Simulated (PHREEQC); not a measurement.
1 kg of water holding 0.0074 mol/kgw NaHCO3, 0.32 mol/kgw Na2SO4 and 0.22 mol/kgw NaCl is evaporated at 25 °C; the solids stay in contact with the brine. CO2 from the air is kept out. Only these solids could form: Burkeite, Halite, Mirabilite, Nahcolite, Natron, Thenardite, Trona.

The series has 28 steps of water left (kg), from 1 to 0.005011.

The numbers come from PHREEQC with the Pitzer model, pitzer.dat.

Q: Which solids form, in which order, and at which step of the series does each first stand?

A: Mirabilite from water left = 0.1588 kg (pH 7.34), last present at water left = 0.06682 kg; Thenardite from water left = 0.06682 kg (pH 7.18); Halite from water left = 0.03564 kg (pH 7.12); Nahcolite from water left = 0.03564 kg (pH 7.12).
